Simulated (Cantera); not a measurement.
Charge: 1 mol Si, a varied amount of HBr, 0.12 mol H₂, equilibrated at 1700 K and 7.50 Torr.

Method: chemical equilibrium by Gibbs-energy minimisation in Cantera with the NASA 1993 tables (ideal gas, pure condensed phases). Candidate condensed phases: Br₂, Si; 19 gas species. Rates play no part.

**Question.** Which condensed phases are stable at each of these points (n(HBr) (mol)): 1.9, 2.4, 3.1, 3.8, 4.8, 6.1, 7.6, 9.5, 12, 15, 19, 24, 30?

**Answer.** 
```
n(HBr) (mol)  condensed phases  Si condensed (%)
------------  ----------------  ----------------
1.9                      Si(l)              30.4
2.4                      Si(l)              11.8
3.1                   gas only               0.0
3.8                   gas only               0.0
4.8                   gas only               0.0
6.1                   gas only               0.0
7.6                   gas only               0.0
9.5                   gas only               0.0
12                    gas only               0.0
15                    gas only               0.0
19                    gas only               0.0
24                    gas only               0.0
30                    gas only               0.0
```

From 1.9 mol HBr to 2.4 mol HBr the condensed part is Si(l). From 3.1 mol HBr to 30 mol HBr nothing is condensed.
